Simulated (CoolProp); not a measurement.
The fluid at 492.21 K and 0.0994 MPa is throttled through a valve to 0.0112 MPa with no heat exchange. The same conditions are run with several fluids, on thermodynamics alone (safety and materials aside).

Model: reference Helmholtz-energy equation of state of each fluid (decamethylcyclopentasiloxane (D5): Thol 2019; octamethyltrisiloxane (MDM): Thol 2017; propane: Lemmon 2009; R365MFC: Lemmon 2016; n-perfluoropentane: Gao 2022), in CoolProp.

```csv
fluid,temperature change (K),final density (kg/m³)
decamethylcyclopentasiloxane (D5),-1.8,1.03
octamethyltrisiloxane (MDM),-1.2,0.652
propane,-0.4,0.121
R365MFC,-0.5,0.406
n-perfluoropentane,-0.4,0.790
```
